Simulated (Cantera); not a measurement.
Source: NASA polynomial tables (part measured, part estimated), evaluated in Cantera. Values are per mole of reaction as written; species without (g) are pure solids or liquids, kept so even where they would boil at 1 bar.

C6H6(g) ⇌ 6 C + 6 H(g)

```
T (K)  ΔH° (kJ)  ΔS° (J/K)  ΔG° (kJ)  log10 K
-----  --------  ---------  --------  -------
948      1268.3      535.9     760.3   -41.89
1048     1272.7      540.2     706.5   -35.21
1148        [?]        [?]       [?]      [?]
1248     1280.2      546.8     597.8   -25.02
1348        [?]        [?]       [?]      [?]
1448     1286.4      551.4     487.9   -17.60
1548     1289.1      553.2     432.7   -14.60
1648     1291.6      554.8     377.3   -11.96
1748     1293.8      556.1     321.8    -9.61
```

### Question
Fill in the missing entries.

### Answer

- 1148, ΔH° (kJ): 1276.6
- 1148, ΔS° (J/K): 543.8
- 1148, ΔG° (kJ): 652.3
- 1148, log10 K: -29.68
- 1348, ΔH° (kJ): 1283.5
- 1348, ΔS° (J/K): 549.3
- 1348, ΔG° (kJ): 543.0
- 1348, log10 K: -21.04
